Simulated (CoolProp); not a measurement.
Saturated liquid density (kg/m³) of nitrous oxide: the reference equation beside estimates from Tc = 36.4 °C, pc = 7245 kPa, ω = 0.161.

Computed with CoolProp (reference Helmholtz-energy equation of state, Lemmon 2006). It is a short technical equation, of lower accuracy than the large ones.

```
T (°C)  reference  van der Waals  Redlich-Kwong  Soave-Redlich-Kwong  Peng-Robinson
------  ---------  -------------  -------------  -------------------  -------------
-58.25       1137          710.7           1032                 1054           1194
-54.65       1125          703.5           1019                 1042           1180
-51.05       1113          696.2           1006                 1030           1166
-47.45       1101          688.7          992.3                 1017           1152
-43.85       1088          681.0          978.6                 1003           1137
-40.25       1076          673.1          964.5                989.6           1122
-36.65       1063          665.0          950.0                975.5           1106
-33.05       1049          656.7          935.0                960.8           1090
-29.45       1036          648.2          919.6                945.7           1073
-25.85       1022          639.4          903.8                930.0           1055
-22.25       1007          630.3          887.4                913.7           1037
-18.65      992.5          620.9          870.5                896.8           1018
-15.05      977.2          611.2          853.0                879.2          997.5
```

Absolute difference from the reference over all 13 rows, mean and median: van der Waals 37.4 and 37.4 %, Redlich-Kwong 10.7 and 10.6 %, Soave-Redlich-Kwong 8.4 and 8.2 %, Peng-Robinson 3.9 and 4.0 %.
